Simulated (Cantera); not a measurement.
A perfectly stirred reactor is fed with H2 : O2 : N2 = 1 : 0.625 : 2.35 (molar parts), at 3830 Torr; it is adiabatic with a 650 K inlet, and is followed from long to short residence time, starting on the burning branch (τ in s: 0.046, 0.022, 0.011, 0.005, 0.0024, 0.0011, 0.00055, 0.00026, 0.00012, 6e-05).

Cantera simulation using the H2/O2 subset of GRI-Mech 3.0, which has no nitrogen chemistry; the numbers are that mechanism's predictions, not measurements. The hydrogen kinetics of GRI-Mech 3.0 are dated; newer H2 mechanisms differ, most at raised pressure.

Question: Predict: blow-out, bracketed by the residence times tried; x(H2) at τ = 46.0 ms; x(O2) at τ = 46.0 ms; x(HO2) at τ = 46.0 ms; x(H2O2) at τ = 46.0 ms; x(H) at τ = 46.0 ms; x(H2) at τ = 1.10 ms; x(O2) at τ = 1.10 ms; x(HO2) at τ = 1.10 ms; x(H2O2) at τ = 1.10 ms; x(H) at τ = 1.10 ms.

Answer: 
```
Item                                                                              Result
------------------------------------------------  --------------------------------------
blow-out, bracketed by the residence times tried  burning at 60.0 µs, the shortest tried
x(H2) at τ = 46.0 ms                                                             0.00291
x(O2) at τ = 46.0 ms                                                              0.0348
x(HO2) at τ = 46.0 ms                                                            7.88e-6
x(H2O2) at τ = 46.0 ms                                                           7.20e-7
x(H) at τ = 46.0 ms                                                             0.000457
x(H2) at τ = 1.10 ms                                                             0.00413
x(O2) at τ = 1.10 ms                                                              0.0351
x(HO2) at τ = 1.10 ms                                                            8.99e-6
x(H2O2) at τ = 1.10 ms                                                           7.43e-7
x(H) at τ = 1.10 ms                                                             0.000742
```
